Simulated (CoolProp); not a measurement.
Vapour-liquid equilibrium of isobutane (1) + acetone (2) at 0.561 MPa; x and y are mole fractions of (1).

The numbers come from the multi-fluid Helmholtz-energy mixture model, Bücker 2006 and Lemmon 2006; pair parameters Bell 2016 in CoolProp.

```csv
x,bubble temperature (K),y at the bubble point,dew temperature at overall composition x (K),liquid density (mol/L)
0.05,371.8,0.356,387.6,11.70
0.2,339.1,0.762,380.4,11.64
0.35,327.7,0.847,372.2,11.16
0.5,323.6,0.876,362.6,10.58
0.65,321.2,0.895,350.7,10.03
0.8,318.8,0.921,334.4,9.558
0.95,316.1,0.972,317.0,9.191
```

No azeotrope shows between x = 0.05 and 0.95.

The pair parameters rest on a limited set of measurements; away from them the model extrapolates. With so large a gap from Raoult's law the liquid may split in two, which this calculation doesn't test in full.
